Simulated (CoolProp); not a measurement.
Carbonyl sulfide at several states: Z from the reference equation and from simpler models built on Tc = 378.8 K, pc = 6.369 MPa, ω = 0.098; each cubic takes its own stable root.

Model: reference Helmholtz-energy equation of state, Lemmon 2006, in CoolProp. It is a short technical equation, of lower accuracy than the large ones.

```json
[
 {"T (K)": "182.6", "p (MPa)": "0.983", "phase": "liquid", "reference": "0.03091"},
 {"T (K)": "449.9", "p (MPa)": "1.47", "phase": "gas", "reference": "0.9539"},
 {"T (K)": "513.1", "p (MPa)": "25.8", "phase": "supercritical", "reference": "0.7085"},
 {"T (K)": "313.1", "p (MPa)": "1.07", "phase": "gas", "reference": "0.8885"},
 {"T (K)": "610.6", "p (MPa)": "6.53", "phase": "supercritical", "reference": "0.9363"}
]
```

How far does each simpler model (van der Waals, Redlich-Kwong, Soave-Redlich-Kwong, Peng-Robinson) lie from the reference over these 5 states: mean and median of the absolute difference, and the worst?


- van der Waals: mean 13.5 %, median 3.0 %, worst +56.2 % at 182.6 K and 0.983 MPa
- Redlich-Kwong: mean 2.0 %, median 0.9 %, worst +5.2 % at 182.6 K and 0.983 MPa
- Soave-Redlich-Kwong: mean 3.1 %, median 1.0 %, worst +8.7 % at 513.1 K and 25.8 MPa
- Peng-Robinson: mean 2.0 %, median 1.1 %, worst -6.3 % at 182.6 K and 0.983 MPa
